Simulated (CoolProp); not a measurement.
Saturation properties of dimethyl carbonate (Tc = 283.9 °C, pc = 4909 kPa, ω = 0.346).

Model: reference Helmholtz-energy equation of state, Zhou 2011, in CoolProp.

| T (°C) | p (kPa) | liquid density (kg/m³) | enthalpy of vaporisation (kJ/kg) |
|---|---|---|---|
| 38.65 | 14.11 | 1045 | 410.2 |
| 50.35 | 23.61 | 1029 | 402.5 |
| 61.95 | 37.71 | 1013 | 394.8 |
| 73.55 | 58.00 | 997.4 | 387.0 |
| 85.15 | 86.30 | 981.1 | 379.1 |
| 96.85 | 125.0 | 964.3 | 370.9 |
| 108.45 | 175.9 | 947.3 | 362.6 |
| 120.05 | 241.6 | 930.0 | 353.9 |
| 131.65 | 325.0 | 912.2 | 345.0 |
| 143.35 | 430.0 | 893.7 | 335.5 |
| 154.95 | 557.9 | 874.8 | 325.6 |
| 166.55 | 713.0 | 855.2 | 315.2 |
| 178.15 | 898.9 | 834.7 | 304.0 |

It boils at 90.1 °C under 1 atm.
